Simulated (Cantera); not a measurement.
## Adiabatic ignition

An adiabatic, constant-pressure homogeneous reactor starts with 5.42 % CH₄, 0.233 % C₂H₆, 0.542 % C₃H₈, 17.9 % O₂, 67.7 % N₂, 8.13 % H₂O, at 1000 K and 4.93 atm.

Model: GRI-Mech 3.0 (53 species, 325 reactions), integrated in Cantera.

| t (s) | T (K) | x CH₄ | x C₂H₆ | x C₃H₈ | x NO₂ | x O | x HCN | x OH |
|---|---|---|---|---|---|---|---|---|
| 2.00e-6 | 1000 | 0.0542 | 0.00233 | 0.00542 | <1e-12 | <1e-12 | <1e-12 | <1e-12 |
| 5.91e-6 | 1000 | 0.0542 | 0.00233 | 0.00542 | <1e-12 | <1e-12 | <1e-12 | <1e-12 |
| 1.75e-5 | 1000 | 0.0542 | 0.00233 | 0.00542 | <1e-12 | <1e-12 | <1e-12 | <1e-12 |
| 5.16e-5 | 1000 | 0.0542 | 0.00233 | 0.00542 | <1e-12 | <1e-12 | <1e-12 | 1.09e-12 |
| 0.000152 | 1000 | 0.0542 | 0.00233 | 0.00542 | <1e-12 | <1e-12 | <1e-12 | 3.19e-12 |
| 0.000451 | 1000 | 0.0542 | 0.00233 | 0.00542 | <1e-12 | 1.03e-12 | <1e-12 | 9.64e-12 |
| 0.00133 | 1000 | 0.0542 | 0.00233 | 0.00542 | <1e-12 | 3.22e-12 | <1e-12 | 3.36e-11 |
| 0.00393 | 1000 | 0.0542 | 0.00233 | 0.00542 | <1e-12 | 1.61e-11 | <1e-12 | 1.89e-10 |
| 0.0116 | 1000 | 0.0542 | 0.00232 | 0.00540 | <1e-12 | 9.65e-11 | <1e-12 | 1.20e-9 |
| 0.0344 | 1003 | 0.0539 | 0.00228 | 0.00522 | <1e-12 | 5.46e-10 | <1e-12 | 6.83e-9 |
| 0.102 | 2366 | <1e-12 | <1e-12 | <1e-12 | 5.59e-6 | 0.000590 | 7.55e-12 | 0.00571 |
| 0.300 | 2366 | <1e-12 | <1e-12 | <1e-12 | 5.94e-6 | 0.000586 | 7.80e-12 | 0.00569 |
x: mole fraction; the columns are a selection and need not sum to one.

The time of steepest temperature rise is 54.7 ms, the temperature at 0.300 s comes out as 2366 K and the equilibrium temperature comes out as 2366 K. The x(CH₄) at 0.300 s is <1e-12 (gas-phase equilibrium <1e-12) and the x(C₂H₆) at 0.300 s is <1e-12 (gas-phase equilibrium <1e-12). The x(C₃H₈) at 0.300 s comes out as <1e-12 (gas-phase equilibrium <1e-12).
